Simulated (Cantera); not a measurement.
Input: 1 mol PbO, 0.041 mol O2, 0.26 mol N2, 1 mol CO, equilibrated at 1.00 bar.

Equilibrium computed with Cantera from the NASA thermochemical tables; the gas is ideal and each condensed phase is pure. Candidate condensed phases: C, Pb, PbO, PbO2, Pb3O4; 27 gas species. Mutual solubility and eutectic melting of coexisting phases are not modelled. Equilibrium is a limit: real reactors are often held back by kinetics, nucleation or transport. All values below are at 875 °C.

Base state: CO2 0.793, N2 0.206, Pb 0.000280, CO 0.000224, PbO 2.17e-5 (mole fractions); condensed: Pb(l) + PbO(yellow).

**Question.** What changes in the equilibrium state with this change: PbO replaced by Pb?

**Answer.** 
```json
[
 {"species": "CO", "before": "0.000224", "after": "0.728"},
 {"species": "N2", "before": "0.206", "after": "0.206"},
 {"species": "CO2", "before": "0.793", "after": "0.0651"},
 {"species": "PbO", "before": "2.17e-5", "after": "<1e-9"},
 {"species": "Pb", "before": "0.000280", "after": "0.000280"},
 {"species": "Pb(l), mol", "before": "0.917", "after": "1.000"},
 {"species": "PbO(yellow), mol", "before": "0.0823", "after": "0"}
]
```
